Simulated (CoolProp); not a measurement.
Vapour-liquid equilibrium of ethylene (1) + propylene (2) at 368 kPa; x and y are mole fractions of (1).

The numbers come from the multi-fluid Helmholtz-energy mixture model, Smukala 2000 and Lemmon 2013; pair parameters Bell 2016 in CoolProp.

Question: Give the bubble temperature and the first vapour's composition at x = 0.275, 0.35, 0.95. Is there an azeotrope?

Answer: x = 0.275: -48.9 °C, y = 0.792; x = 0.35: -54.4 °C, y = 0.854; x = 0.95: -77.0 °C, y = 0.996. No azeotrope shows between x = 0.05 and 0.95.

Pair parameters are fitted to limited data, so mixtures are less certain than the pure fluids.
